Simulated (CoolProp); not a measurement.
Saturated liquid density (kg/m³) of n-decane: the reference equation beside estimates from Tc = 344.5 °C, pc = 2101 kPa, ω = 0.488.

Model: reference Helmholtz-energy equation of state, Lemmon 2006, in CoolProp. It is a short technical equation, of lower accuracy than the large ones.

| T (°C) | reference | van der Waals | Peng-Robinson |
|---|---|---|---|
| 152.95 | 622.9 | 335.2 | 592.6 |
| 167.45 | 610.0 | 328.4 | 580.4 |
| 181.95 | 596.6 | 321.2 | 567.1 |
| 196.45 | 582.7 | 313.7 | 552.8 |
| 210.95 | 568.1 | 305.8 | 537.2 |
| 225.45 | 552.8 | 297.4 | 520.1 |
| 239.95 | 536.4 | 288.4 | 501.2 |
| 254.45 | 518.7 | 278.8 | 480.3 |
| 268.95 | 499.3 | 268.3 | 456.9 |
| 283.45 | 477.6 | 256.7 | 430.3 |
| 297.95 | 452.4 | 243.6 | 399.5 |
| 312.45 | 421.8 | 228.3 | 362.7 |
| 326.95 | 380.7 | 209.0 | 315.8 |

Absolute difference from the reference over all 13 rows, mean and median: van der Waals 46.1 and 46.2 %, Peng-Robinson 8.2 and 6.6 %.
